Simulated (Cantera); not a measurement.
Charge: 1 mol C, a varied amount of H2, held at 2477 °C and 188 Torr.

Equilibrium computed with Cantera from the NASA thermochemical tables; the gas is ideal and each condensed phase is pure. Candidate condensed phases: C, C6H6, C7H8, C8H18; 76 gas species. The numbers say what is thermodynamically allowed, not how fast it happens.

x: gas mole fraction; n: condensed amount in mol.

```
n(H2) (mol)   x H2    x H  x C2H2 (acetylene)     x C2H      x C4H2        x C3    x CH3  n C(graphite)
-----------  -----  -----  ------------------  --------  ----------  ----------  -------  -------------
0.62         0.849  0.126              0.0239  0.000411    0.000280     6.75e-5  4.73e-5          0.967
1.1          0.849  0.126              0.0239  0.000411    0.000280     6.75e-5  4.73e-5          0.941
2            0.849  0.126              0.0239  0.000411    0.000280     6.75e-5  4.73e-5          0.893
3.5          0.849  0.126              0.0239  0.000411    0.000280     6.75e-5  4.73e-5          0.813
6.3          0.849  0.126              0.0239  0.000411    0.000280     6.75e-5  4.73e-5     (withheld)
11           0.849  0.126              0.0239  0.000411    0.000280     6.75e-5  4.73e-5          0.411
20           0.851  0.126              0.0223  0.000384  (withheld)  (withheld)  4.58e-5              0
36           0.860  0.127              0.0125  0.000214     7.60e-5     2.52e-5  3.47e-5              0
```

Problem. What belongs in the gaps?

Solution. 
- 20, x C4H2: 0.000244
- 20, x C3: 6.09e-5
- 6.3, n C(graphite): 0.663
